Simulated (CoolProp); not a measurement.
Vapour-liquid equilibrium of R113 (1) + n-heptane (2) at 29.15 °C; x and y are mole fractions of (1).

Model: multi-fluid Helmholtz-energy mixture model, Marx 1992 and Span 2003; pair parameters Bell 2016, in CoolProp.

Problem. Give the bubble pressure and the first vapour's composition at x = 0.05, 0.35, 0.8. Is there an azeotrope?

Solution. x = 0.05: 0.1059 bar, y = 0.328; x = 0.35: 0.2690 bar, y = 0.810; x = 0.8: 0.4487 bar, y = 0.955. No azeotrope shows between x = 0.05 and 0.95.

The pair parameters rest on a limited set of measurements; away from them the model extrapolates.
